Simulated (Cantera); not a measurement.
Thermodynamics of carbothermic reduction, feed Fe2O3 + CH4 + H2

Charge: 1 mol Fe2O3, 0.68 mol CH4, 0.29 mol H2, held at 0.0100 bar.

Method: chemical equilibrium by Gibbs-energy minimisation in Cantera with the NASA 1993 tables (ideal gas, pure condensed phases). Candidate condensed phases: C, C6H6, C7H8, C8H18, Fe, Fe(CO)5, FeO, Fe(OH)2, Fe(OH)3, Fe2O3, Fe3O4, H2O; 114 gas species. Each liquid is taken as pure. Mutual solubility and eutectic melting of coexisting phases are not modelled. The tables' stoichiometric FeO is somewhat more stable than real wüstite, so its field is too wide. FeO: taken at fixed stoichiometry. The numbers say what is thermodynamically allowed, not how fast it happens.

| T (°C) | log p H2 | log p H2O | log p CO | log p Fe | log p H | log p CO2 | n Fe(l) | n FeO(l) |
|---|---|---|---|---|---|---|---|---|
| 1750 | -2.35 | -2.67 | -2.60 | -3.33 | -3.89 | -3.60 | 0.151 | 1.73 |
| 1775 | -2.35 | -2.68 | -2.61 | -3.21 | -3.83 | -3.61 | 0.112 | 1.73 |
| 1800 | -2.37 | -2.69 | -2.62 | -3.10 | -3.76 | -3.63 | 0.0607 | 1.73 |
| 1825 | -2.38 | -2.70 | -2.63 | -2.99 | -3.70 | -3.64 | 0 | 1.73 |
| 1850 | -2.41 | -2.68 | -2.64 | -2.93 | -3.65 | -3.61 | 0 | 1.68 |
| 1875 | -2.44 | -2.65 | -2.65 | -2.87 | -3.60 | -3.58 | 0 | 1.63 |
| 1900 | -2.47 | -2.63 | -2.67 | -2.82 | -3.55 | -3.55 | 0 | 1.57 |
| 1925 | -2.51 | -2.61 | -2.69 | -2.78 | -3.51 | -3.52 | 0 | 1.51 |
| 1950 | -2.54 | -2.59 | -2.70 | -2.73 | -3.47 | -3.48 | 0 | 1.44 |
log p: log10 of the partial pressure in bar; n: condensed amount in mol.

From 1750 °C to 1800 °C the condensed part is Fe(l) + FeO(l). From 1825 °C to 1950 °C the condensed part is FeO(l). The main Fe-bearing gas is Fe throughout. The share of Fe in condensed phases is highest at 1750 °C (94.1 %) and lowest at 1950 °C (72.0 %).
